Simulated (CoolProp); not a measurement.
Saturation properties of ethylene (Tc = 282.4 K, pc = 50.42 bar, ω = 0.087).

Model: reference Helmholtz-energy equation of state, Smukala 2000, in CoolProp.

```csv
T (K),p (bar),liquid density (kg/m³),enthalpy of vaporisation (kJ/kg)
187.7,2.655,540.6,[?]
192.2,3.263,533.6,[?]
196.6,3.952,[?],438.7
201.1,4.764,519.4,430.4
205.5,[?],512.1,421.9
209.9,6.698,504.7,413.1
214.4,7.884,496.8,403.6
218.8,9.186,488.9,393.8
223.3,[?],[?],383.2
227.7,12.29,472.0,[?]
232.2,14.11,462.9,360.4
236.6,16.08,453.6,[?]
```

What belongs in the gaps?


- 187.7, enthalpy of vaporisation (kJ/kg): 454.0
- 192.2, enthalpy of vaporisation (kJ/kg): 446.4
- 196.6, liquid density (kg/m³): 526.7
- 205.5, p (bar): 5.670
- 223.3, p (bar): 10.67
- 223.3, liquid density (kg/m³): 480.5
- 227.7, enthalpy of vaporisation (kJ/kg): 372.3
- 236.6, enthalpy of vaporisation (kJ/kg): 348.0

It boils at 169.4 K under 1 atm.
